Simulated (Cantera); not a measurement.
## Premixed flame

A freely propagating, adiabatic, planar premixed flame of 8.02 % CH4, 19.3 % O2, 72.7 % N2, unburnt at 525 K and 101000 Pa; mixture-averaged transport, grid criteria slope 0.08 and curve 0.16, no radiation.

Cantera simulation using GRI-Mech 3.0 (53 species, 325 reactions); the numbers are that mechanism's predictions, not measurements. Burning velocities carry a grid error of a few per cent, more on coarse grids.

| z (mm) | T (K) | u (m/s) | x CH4 | x O2 | x N2O | x CH3 | x H2O | x NO |
|---|---|---|---|---|---|---|---|---|
| -1.14 | 525 | 0.853 | 0.0801 | 0.193 | <1e-8 | 1.38e-8 | 3.52e-5 | <1e-8 |
| -0.763 | 527 | 0.857 | 0.0799 | 0.193 | <1e-8 | 1.54e-7 | 0.000345 | <1e-8 |
| -0.572 | 534 | 0.869 | 0.0793 | 0.192 | <1e-8 | 7.18e-7 | 0.00142 | <1e-8 |
| -0.381 | 582 | 0.952 | 0.0760 | 0.188 | <1e-8 | 6.15e-6 | 0.00803 | 7.06e-8 |
| -0.191 | 916 | 1.51 | 0.0557 | 0.161 | 1.19e-8 | 0.000216 | 0.0451 | 9.16e-7 |
| -0.0953 | 1292 | 2.15 | 0.0316 | 0.125 | 3.47e-8 | 0.00121 | 0.0837 | 2.29e-6 |
| 0 | 1661 | 2.78 | 0.00782 | 0.0817 | 8.01e-8 | 0.00136 | 0.122 | 4.70e-6 |
| 0.0953 | 1816 | 3.04 | 0.000578 | 0.0566 | 1.41e-7 | 0.000155 | 0.138 | 7.72e-6 |
| 0.191 | 1867 | 3.11 | 2.17e-5 | 0.0480 | 1.83e-7 | 6.37e-6 | 0.141 | 9.98e-6 |
| 0.381 | 1930 | 3.20 | 3.78e-8 | 0.0429 | 2.08e-7 | 1.28e-8 | 0.143 | 1.32e-5 |
| 0.763 | 2006 | 3.31 | <1e-8 | 0.0396 | 2.28e-7 | <1e-8 | 0.146 | 1.82e-5 |
| 1.53 | 2081 | 3.42 | <1e-8 | 0.0371 | 2.61e-7 | <1e-8 | 0.150 | 2.63e-5 |
| 3.05 | 2140 | 3.50 | <1e-8 | 0.0352 | 2.86e-7 | <1e-8 | 0.154 | 3.87e-5 |
x: mole fraction of selected species; z is measured from the peak of heat release.

* **laminar burning velocity**: 85.2 cm/s
* **thermal thickness**: 0.381 mm
* **peak x(CH3)**: 0.00173
* **grid points**: 145
